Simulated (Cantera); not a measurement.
An isothermal, constant-pressure homogeneous reactor starts with H₂ : O₂ : N₂ = 0.077 : 1 : 0.44 (molar parts), at 1373 K and 6.83 Torr.

Detailed kinetics in Cantera: the H2/O2 subset of GRI-Mech 3.0, which has no nitrogen chemistry. Radical loss at walls, strong at low pressure, is not modelled. The temperature is held fixed by assumption; the heat of reaction is taken as removed at once.

x: mole fraction; the columns are a selection and need not sum to one.

```csv
t (s),x H₂,x O₂,x H₂O₂,x HO₂,x H₂O
8.00e-5,0.0508,0.659,1.23e-11,2.92e-8,5.74e-9
0.000295,0.0508,0.659,1.61e-10,1.07e-7,2.08e-7
0.00109,0.0506,0.659,1.96e-9,4.27e-7,8.92e-5
0.00400,0.00120,0.618,3.82e-8,1.20e-6,0.0428
0.0147,0.00109,0.620,3.73e-8,1.18e-6,0.0435
0.0543,0.000902,0.626,3.67e-8,1.13e-6,0.0452
0.200,0.000469,0.638,3.18e-8,9.11e-7,0.0485
0.737,9.63e-5,0.648,1.73e-8,4.17e-7,0.0510
2.71,(withheld),0.650,(withheld),(withheld),0.0518
10.0,(withheld),0.650,(withheld),(withheld),0.0520
```

Problem. Fill in the missing entries.

Solution. 
- 2.71, x H₂: 1.07e-5
- 2.71, x H₂O₂: 5.35e-9
- 2.71, x HO₂: 9.10e-8
- 10.0, x H₂: 1.32e-6
- 10.0, x H₂O₂: 1.31e-9
- 10.0, x HO₂: 2.83e-8
